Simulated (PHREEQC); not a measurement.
Model water analysis in mg/kgw, 25 °C, pH 5.72, pe 8.7:

```tsv
constituent	mg/kgw
Na	8.49
K	1.43
Ca	4.32
Mg	0.27
Cl	14.6
S(6) as SO4	10.2
Alkalinity as HCO3	0.214
Br	0.0268
```

Valence states are taken as typed.

Equilibrium calculation in PHREEQC: ion-association model, wateq4f.dat.

```
Property                         Value
--------------------  ----------------
ionic strength        0.000855 mol/kgw
charge-balance error             1.2 %
```

```tsv
species	molality	activity	log γ
Cl-	0.000412	0.000398	-0.014
Na+	0.000369	0.000357	-0.014
Ca+2	0.000106	9.31e-5	-0.057
SO4-2	0.000104	9.13e-5	-0.057
K+	3.66e-5	3.53e-5	-0.014
CO2	2.27e-5	2.27e-5	0.000
Mg+2	1.09e-5	9.57e-6	-0.056
HCO3-	5.48e-6	5.30e-6	-0.014
H+	1.97e-6	1.90e-6	-0.014
CaSO4	1.70e-6	1.70e-6	0.000
```

Precipitation was switched off in this run. Species that the database lacks are ignored.
